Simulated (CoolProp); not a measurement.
A simple Rankine cycle with water: condensing at 305.15 K, boiler at 0.861 MPa, turbine inlet 461.6 K, turbine efficiency 0.7, pump efficiency 0.8, no recuperator. Each further row changes one setting.

Model: reference Helmholtz-energy equation of state, Wagner 2002, in CoolProp.

| case | thermal efficiency (%) | net work (kJ/kg) | heat in (kJ/kg) | turbine exit temperature (K) | volume ratio over the turbine |
|---|---|---|---|---|---|
| as stated | 20.0 | 535 | 2670 | 305.1 | 111 |
| turbine inlet 481.6 K | 20.1 | 547 | 2720 | 305.1 | 107 |
| condensing temperature 297.15 K | 21.1 | 570 | 2710 | 297.1 | 171 |
| boiler pressure 0.603 MPa | 18.8 | 506 | 2690 | 305.1 | 78.1 |
| turbine efficiency 0.6 | 17.2 | 459 | 2670 | 305.1 | 115 |

The expansion ends wet for: as stated; turbine inlet 481.6 K; condensing temperature 297.15 K; boiler pressure 0.603 MPa; turbine efficiency 0.6.
